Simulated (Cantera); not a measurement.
A closed system holds: 1 mol Si2Cl6, 0.01 mol Cl2, 13 mol H2, held at 1700 K and 0.130 bar.

Cantera equilibrium calculation (NASA polynomials, part measured and part estimated; ideal gas, pure solids and liquids). Candidate condensed phases: Si; 19 gas species. The feed counts by its element totals alone. The tables' values for SiCl3, SiCl are old estimates; treat these amounts as uncertain. Gases not in the tables: Si2H6 and higher silanes. The numbers say what is thermodynamically allowed, not how fast it happens.

Base state: H2 0.741, HCl 0.147, SiCl2 0.105, SiCl3 0.00523, SiCl4 0.000512, SiHCl3 0.000498, H 0.000352, SiH2Cl2 8.43e-5 (mole fractions); condensed: Si(l).

**Question.** What changes in the equilibrium state with this change: temperature from 1700 K to 1423.15 K?

**Answer.** 
```tsv
species	before	after
H2	0.741	0.766
HCl	0.147	0.131
SiCl2	0.105	0.0676
SiCl4	0.000512	0.0137
SiCl3	0.00523	0.0153
SiCl	5.23e-5	9.26e-7
SiH2	1.05e-5	4.04e-7
Cl	5.44e-5	2.26e-6
H	0.000352	1.62e-5
Si(l), mol	0.220	0
Si(s), mol	0	0.392
```
The tables' values for SiCl3 are old estimates; treat these amounts as uncertain.
